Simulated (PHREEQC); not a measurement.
## Reverse-osmosis permeate: speciation

Synthetic water in mg/L, 10 °C, pH 6.15, pe 8.3:

```json
[
 {"constituent": "Na", "mg/L": "1.77"},
 {"constituent": "K", "mg/L": "1.69"},
 {"constituent": "Ca", "mg/L": "0.727"},
 {"constituent": "Mg", "mg/L": "0.183"},
 {"constituent": "Cl", "mg/L": "2.89"},
 {"constituent": "S(6) as SO4", "mg/L": "3.57"},
 {"constituent": "Alkalinity as HCO3", "mg/L": "0.71"},
 {"constituent": "Br", "mg/L": "0.0383"},
 {"constituent": "F", "mg/L": "0.0988"}
]
```

Na is adjusted to close the charge balance.
Valence states are taken as typed.

Computed with PHREEQC (ion-association model, phreeqc.dat).

Each row changes one thing in this solution. No solid was allowed to form.

| case | CO2 (mol/kgw) | HCO3- (mol/kgw) | HF (mol/kgw) | HSO4- (mol/kgw) | CO3-2 (mol/kgw) | SI of Fluorite (CaF2) | SI of Gypsum (CaSO4:2H2O) |
|---|---|---|---|---|---|---|---|
| as made | 2.50e-5 | 1.24e-5 | 4.17e-9 | 1.78e-9 | 5.97e-10 | -4.56 | -4.64 |
| pH from 6.15 to 6.45 at the same alkalinity | 1.22e-5 | 1.20e-5 | 2.09e-9 | 8.93e-10 | 1.16e-9 | -4.56 | -4.64 |
| S(6) from 3.57 to 10.7 mg/L | 2.48e-5 | 1.24e-5 | 4.15e-9 | 5.24e-9 | 6.09e-10 | -4.58 | -4.19 |
| all concentrations times 4 at the same typed pH | 9.40e-5 | 4.72e-5 | 1.64e-8 | 6.73e-9 | 2.40e-9 | -2.80 | -3.50 |
| Alkalinity from 0.71 to 2.13 mg/L | 7.20e-5 | 3.56e-5 | 4.17e-9 | 1.78e-9 | 1.73e-9 | -4.56 | -4.65 |

Complexes and solids missing from the database can't appear. At this temperature some constants are extrapolated from 25 °C, and those without enthalpy data are left unchanged.
